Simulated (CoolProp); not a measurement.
Properties of methanol along the isobar 7.65 bar.

The numbers come from the reference Helmholtz-energy equation of state, de Reuck 1993 in CoolProp.

```csv
T (K),phase,density (kg/m³),cp (kJ/(kg K)),cv (kJ/(kg K)),isothermal compressibility (1/MPa),viscosity (µPa s)
511.3,gas,5.949,2.060,1.742,1.351,16.7
519.6,gas,5.841,2.067,1.755,(withheld),16.9
528,gas,5.737,2.074,1.768,1.345,17.2
536.4,gas,5.637,2.083,1.782,1.342,17.5
544.7,gas,5.543,2.093,1.796,1.340,17.8
553.1,gas,5.451,2.103,1.811,1.338,18.1
561.5,gas,5.363,(withheld),1.826,1.336,18.4
569.8,gas,5.279,2.126,1.840,1.335,18.7
578.2,gas,5.197,(withheld),1.856,1.333,19.0
586.5,gas,5.119,2.151,1.871,1.332,19.3
594.9,gas,5.043,(withheld),1.886,1.331,19.6
603.3,gas,4.969,2.177,1.902,1.330,19.9
611.6,gas,4.899,(withheld),(withheld),1.329,(withheld)
620,gas,4.830,2.203,(withheld),1.328,20.4
```

Fill in the missing entries.


- 519.6, isothermal compressibility (1/MPa): 1.348
- 561.5, cp (kJ/(kg K)): 2.114
- 578.2, cp (kJ/(kg K)): 2.138
- 594.9, cp (kJ/(kg K)): 2.163
- 611.6, cp (kJ/(kg K)): 2.190
- 611.6, cv (kJ/(kg K)): 1.917
- 611.6, viscosity (µPa s): 20.2
- 620, cv (kJ/(kg K)): 1.932

Viscosity comes from a separate model (Xiang 2006).
